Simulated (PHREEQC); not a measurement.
Consider water at 85 °C with 2 mmol/kgw CaCl2, 0.47 mmol/kgw CO2 and 0.032 mmol/kgw MgSO4. Closed to the air; pH follows from the charge balance.

Model: ion-association model, wateq4f.dat, run in PHREEQC.

Precipitation was switched off in this run.

### Question
Predict the pH.

### Answer
pH 4.84.

### Question
In which forms is S present?

### Answer
SO4-2 76 %, CaSO4 23 %, MgSO4 1.0 % of the S.

At this temperature some constants are extrapolated from 25 °C, and those without enthalpy data are left unchanged.
